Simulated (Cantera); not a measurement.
Feed: 1 mol Pb, 0.24 mol H2O, 1.6 mol N2, at 750 Torr.

Cantera equilibrium calculation (NASA polynomials, part measured and part estimated; ideal gas, pure solids and liquids). Candidate condensed phases: H2O, Pb, PbO, PbO2, Pb3O4; 27 gas species. Gases not in the tables: (PbO)n polymers. Kinetics and transport are ignored.

Q: At 1750 K, list the 4 most abundant gas species with their mole fractions, and the condensed phases.

A: N2 0.697, Pb 0.192, H2O 0.0991, H2 0.00549. Condensed: Pb(l).
